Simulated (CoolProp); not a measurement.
Model: reference Helmholtz-energy equation of state, de Vries 1995, in CoolProp.

### Question
Give the vapour pressure (kPa), liquid density (kg/m³), vapour density (kg/m³), surface tension (mN/m) of saturated R124 at 294.8, 334.7, 384.6 K.

### Answer
```csv
T (K),p (kPa),liquid density (kg/m³),vapour density (kg/m³),surface tension (mN/m)
294.8,345,1370,21.3,10.1
334.7,1040,1220,64.7,5.49
384.6,2960,896,251,0.697
```

Surface tension comes from a separate correlation (Mulero 2012).
